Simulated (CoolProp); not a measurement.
R143a at 244.98 K and 0.176 MPa is throttled through a valve to 0.12 MPa with no heat exchange. Each further row changes one setting.

Values from CoolProp's reference Helmholtz-energy equation of state, Lemmon and Jacobsen 2000.

```
case                       temperature change (K)  final density (kg/m³)
-------------------------  ----------------------  ---------------------
as stated                                    -2.2                   5.23
outlet pressure 0.036 MPa                    -5.7                   1.54
outlet pressure 0.156 MPa                    -0.8                   6.84
```
